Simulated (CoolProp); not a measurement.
Properties of chlorine along the isotherm 353.6 K.

Values from CoolProp's reference Helmholtz-energy equation of state, Thol 2021.

```tsv
p (bar)	phase	Z	cv (kJ/(kg K))	Joule-Thomson coefficient (K/MPa)	expansivity (1/kK)
0.363	gas	0.9974	0.3740	19.41	2.852
0.547	gas	0.9961	0.3745	19.42	2.864
0.825	gas	0.9941	0.3752	19.43	2.883
1.24	gas	0.9912	0.3763	19.44	2.911
1.88	gas	0.9865	0.3780	19.46	2.955
2.83	gas	0.9796	0.3805	19.49	3.024
4.27	gas	0.9689	0.3845	19.54	3.133
6.45	gas	0.9523	0.3906	19.62	3.314
9.73	gas	0.9263	0.4005	19.76	3.628
14.7	gas	0.8839	0.4171	20.01	4.234
22.1	gas	0.8115	0.4466	20.53	5.652
33.4	liquid	0.06702	0.4862	0.2145	3.663
50.4	liquid	0.1002	0.4841	0.1519	3.409
76	liquid	0.1491	0.4817	0.07661	3.115
115	liquid	0.2219	0.4790	-0.009820	2.792
```
